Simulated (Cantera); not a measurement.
## SiH4 + HCl + H2 (silicon epitaxy and polysilicon growth)

Charge: 1 mol SiH4, 0.022 mol HCl, 27 mol H2, held at 925 °C and 4.60 mbar.

These are equilibrium values from Cantera (NASA tables, ideal gas, pure condensed phases), not measurements of a reactor. Candidate condensed phases: Si; 19 gas species. The numbers say what is thermodynamically allowed, not how fast it happens.

| Item | Result |
|---|---|
| x(H2) | 0.999 |
| x(HCl) | 0.000755 |
| x(H) | 2.81e-6 |
| x(SiCl2) | 1.34e-6 |
| n(Si(s)) | 1.000 mol |
| gas amount | 29.02 mol |
